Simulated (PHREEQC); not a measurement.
# Leach liquor: speciation

Solution (25 °C): 0.19 mol/kgw H2SO4, 0.00063 mol/kgw CuSO4 and 0.0043 mol/kgw Fe2(SO4)3. Closed to the air; pH follows from the charge balance.

The numbers come from PHREEQC with the ion-association model, phreeqc.dat.

No solid was allowed to form.

Q: What pH, ionic strength, density does the model give?

A: pH 0.78; ionic strength 0.257 mol/kgw; density 1.010 g/cm³.

Q: In which forms is Cu present?

A: Cu+2 69 %, CuSO4 31 % of the Cu.

Species that the database lacks are ignored.
